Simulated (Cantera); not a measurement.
Feed: 1 mol PbO, 3.5 mol N2, equilibrated at 1.00 bar.

Cantera equilibrium calculation (NASA polynomials, part measured and part estimated; ideal gas, pure solids and liquids). Candidate condensed phases: Pb, PbO, PbO2, Pb3O4; 12 gas species. Gases not in the tables: (PbO)n polymers. The numbers say what is thermodynamically allowed, not how fast it happens.

x: gas mole fraction; n: condensed amount in mol.

```
T (K)   x N2     x PbO      x Pb      x O2      x NO       x O  n PbO(yellow)  n PbO(l)
-----  -----  --------  --------  --------  --------  --------  -------------  --------
1023   1.000   6.43e-7   1.26e-7   5.16e-8   2.24e-8    <1e-12          1.000         0
1073   1.000   2.91e-6   5.37e-7   2.29e-7   7.78e-8    <1e-12          1.000         0
1123   1.000   1.14e-5   2.01e-6   8.86e-7   2.41e-7  4.14e-12          1.000         0
1173   1.000   3.86e-5   6.60e-6   2.97e-6   6.70e-7  2.41e-11              0     1.000
1223   1.000  0.000108   1.86e-5   8.47e-6   1.66e-6  1.18e-10              0     1.000
1273   1.000       [?]       [?]       [?]       [?]       [?]              0     0.999
1323   0.999  0.000667  0.000116   5.39e-5   8.27e-6   1.95e-9              0     0.997
1373   0.998       [?]       [?]       [?]       [?]       [?]              0     0.994
1423   0.996   0.00313  0.000554  0.000260   3.26e-5   2.17e-8              0     0.987
1473   0.992   0.00622   0.00111  0.000526   6.01e-5   6.40e-8              0     0.974
1523   0.985    0.0118   0.00213   0.00101  0.000106   1.76e-7              0     0.951
```

Task: Fill in the missing entries.

Result: 
- 1273, x PbO: 0.000280
- 1273, x Pb: 4.82e-5
- 1273, x O2: 2.22e-5
- 1273, x NO: 3.83e-6
- 1273, x O: 5.07e-10
- 1373, x PbO: 0.00149
- 1373, x Pb: 0.000261
- 1373, x O2: 0.000122
- 1373, x NO: 1.68e-5
- 1373, x O: 6.81e-9
